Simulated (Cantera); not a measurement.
Input (Python, Cantera) and output of one run.

```python
import numpy as np
import cantera as ct

gas_names = """
    H H2 N NH NH2 NH3 N2 N2H2 N2H4 Si SiH SiH2 SiH3 SiH4 SiN Si2 Si2N Si3
""".split()
cond_names = """
    Si(cr) Si(L) Si3N4(a)
""".split()


def load(file, names, dense=False):
    # The tables refer to 1 bar. Condensed volumes are neglected.
    table = {s.name: s for s in ct.Species.list_from_file(file)}
    out = []
    for n in names:
        d = dict(table[n].input_data)
        d["thermo"] = dict(d["thermo"], **{"reference-pressure": 1e5})
        if dense:
            d["equation-of-state"] = {"model": "constant-volume", "density": "1e6 g/cm^3"}
        out.append(ct.Species.from_dict(d))
    return out


gas = ct.Solution(thermo="ideal-gas", species=load("nasa_gas.yaml", gas_names))
cond = {s.name: ct.Solution(thermo="fixed-stoichiometry", species=[s], name=s.name)
        for s in load("nasa_condensed.yaml", cond_names, dense=True)}
atoms = {
    'trisilylamine': {'Si': 3, 'N': 1, 'H': 9},
    'NH3': {'N': 1, 'H': 3},
    'N2': {'N': 2},
}
top_T = {'Si3N4(a)': 2400}  # K; cautious upper limits of use, not melting points


def equilibrate(T, P, feed):
    n = {}
    for name, mol in feed.items():
        for a, k in atoms[name].items():
            n[a] = n.get(a, 0.0) + k * mol
    gas.TPX = T, P, n
    mass = sum(n.values()) * gas.mean_molecular_weight
    gas.equilibrate("TP")
    valid = [c for c in cond.values() if c.min_temp <= T <= top_T.get(c.name, c.max_temp)]
    mix = ct.Mixture([(gas, mass / gas.mean_molecular_weight)] + [(c, 0.0) for c in valid])
    mix.T, mix.P = T, P
    mix.equilibrate("TP", solver="vcs", rtol=1e-11, max_steps=5000)
    return mix


results = []
feed = {'trisilylamine': 1, 'NH3': 11, 'N2': 22}  # mol
T = 1475  # K
P = 133.322  # Pa
mix = equilibrate(T, P, feed)
results.append((T, P, feed, dict(zip(mix.species_names, mix.species_moles))))
print(gas.report(threshold=1e-06))
for i in range(1, mix.n_phases):
    print(f"{mix.phase(i).name:16s} {mix.phase_moles(i):12.5e} mol")
```

It prints:

```
       temperature   1475 K
          pressure   133.32 Pa
           density   0.00017824 kg/m^3
  mean mol. weight   16.396 kg/kmol
   phase of matter   gas

                          1 kg             1 kmol
                     ---------------   ---------------
          enthalpy        2.2364e+06        3.6668e+07  J
   internal energy        1.4884e+06        2.4404e+07  J
           entropy             16707        2.7392e+05  J/K
    Gibbs function       -2.2406e+07       -3.6737e+08  J
 heat capacity c_p            2049.2             33598  J/K
 heat capacity c_v            1542.1             25283  J/K

                      mass frac. Y      mole frac. X     chem. pot. / RT
                     ---------------   ---------------   ---------------
                 H        1.4594e-05        0.00023739            -12.99
                H2          0.054917           0.44664            -25.98
                N2           0.94507           0.55313           -33.173
     [  +15 minor]        1.1117e-06        6.3674e-07

Si(cr)            0.00000e+00 mol
Si3N4(a)          9.99990e-01 mol
```

Equilibrium computed with Cantera from the NASA thermochemical tables; the gas is ideal and each condensed phase is pure. The feed counts by its element totals alone.
